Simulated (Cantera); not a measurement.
A closed system holds: 1 mol SiCl₄, 5.1 mol HCl, 4.1 mol H₂, 0.77 mol Cl₂, at 17.0 bar.

These are equilibrium values from Cantera (NASA tables, ideal gas, pure condensed phases), not measurements of a reactor. Candidate condensed phases: Si; 19 gas species. The tables' values for SiCl₃ are old estimates; treat these amounts as uncertain. Equilibrium is a limit: real reactors are often held back by kinetics, nucleation or transport. All values below are at 1500 K.

Base state: HCl 0.611, H₂ 0.297, SiCl₄ 0.0843, SiHCl₃ 0.00425, SiCl₃ 0.00230, SiCl₂ 0.000200, SiH₂Cl₂ 3.40e-5 (mole fractions); condensed: gas only.

Question: What changes in the equilibrium state with this change: H₂ from 4.1 to 1.5 mol?

Answer: 
| species | before | after |
|---|---|---|
| HCl | 0.611 | 0.795 |
| SiCl₄ | 0.0843 | 0.117 |
| H₂ | 0.297 | 0.0852 |
| SiH₂Cl₂ | 3.40e-5 | 2.28e-6 |
| SiCl₂ | 0.000200 | 4.69e-5 |
| SiHCl₃ | 0.00425 | 0.00129 |
